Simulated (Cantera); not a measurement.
Charge: 1 mol FeS2, 2100 mol H2, held at 13.3 mbar.

Cantera equilibrium calculation (NASA polynomials, part measured and part estimated; ideal gas, pure solids and liquids). Candidate condensed phases: Fe, FeS, FeS2, S; 8 gas species. Equilibrium is a limit: real reactors are often held back by kinetics, nucleation or transport. All values below are at 1498 K.

Base state: H2 0.999, H2S 0.000908, H 0.000149, SH 3.45e-5, Fe 1.08e-5 (mole fractions); condensed: Fe(γ).

Q: What changes in the equilibrium state with this change: FeS2 replaced by PbO?

A: 
```json
[
 {"species": "H2", "before": "0.999", "after": "0.999"},
 {"species": "Pb", "before": "0", "after": "0.000476"},
 {"species": "H2O", "before": "0", "after": "0.000476"},
 {"species": "H2S", "before": "0.000908", "after": "0"},
 {"species": "Fe", "before": "1.08e-5", "after": "0"},
 {"species": "SH", "before": "3.45e-5", "after": "0"},
 {"species": "H", "before": "0.000149", "after": "0.000149"},
 {"species": "Fe(γ), mol", "before": "0.977", "after": "0"}
]
```
Further candidate phases: H2O, Pb, PbO, PbO2, Pb3O4.
